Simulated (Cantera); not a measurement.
Feed: 1 mol HCl, 0.22 mol O₂, 40 mol N₂, 0.51 mol H₂O, held at 13.0 mbar.

Equilibrium computed with Cantera from the NASA thermochemical tables; the gas is ideal and each condensed phase is pure. Candidate condensed phases: H₂O, NH₄Cl; 29 gas species. Kinetics and transport are ignored.

x: gas mole fraction; nothing condenses.

| T (K) | x N₂ | x H | x Cl | x HCl | x H₂O | x O | x H₂ |
|---|---|---|---|---|---|---|---|
| 2050 | 0.955 | 0.000618 | 0.00768 | 0.0162 | 0.0143 | 0.000461 | 0.000965 |
| 2100 | 0.954 | 0.00101 | 0.00842 | 0.0154 | 0.0139 | 0.000647 | 0.00136 |
| 2150 | 0.953 | 0.00159 | 0.00920 | 0.0146 | 0.0134 | 0.000898 | 0.00185 |
| 2200 | 0.951 | 0.00243 | 0.0100 | 0.0138 | 0.0126 | 0.00123 | 0.00243 |
| 2250 | 0.950 | 0.00360 | 0.0109 | 0.0128 | 0.0117 | 0.00168 | 0.00306 |
| 2300 | 0.948 | 0.00517 | 0.0119 | 0.0118 | 0.0106 | 0.00226 | 0.00370 |
| 2350 | 0.945 | 0.00718 | 0.0129 | 0.0108 | 0.00927 | 0.00300 | 0.00431 |
| 2400 | 0.942 | ___ | 0.0139 | ___ | ___ | ___ | 0.00481 |
| 2450 | 0.939 | 0.0126 | 0.0149 | 0.00857 | 0.00644 | 0.00504 | 0.00515 |
| 2500 | 0.936 | 0.0160 | 0.0160 | 0.00745 | 0.00505 | 0.00633 | 0.00528 |
| 2550 | 0.932 | ___ | 0.0170 | ___ | ___ | ___ | 0.00519 |
| 2600 | 0.928 | 0.0235 | 0.0179 | 0.00531 | 0.00268 | 0.00931 | 0.00488 |

Complete the blanks.


- 2550, x H: 0.0197
- 2550, x HCl: 0.00635
- 2550, x H₂O: 0.00377
- 2550, x O: 0.00778
- 2400, x H: 0.00967
- 2400, x HCl: 0.00968
- 2400, x H₂O: 0.00788
- 2400, x O: 0.00393
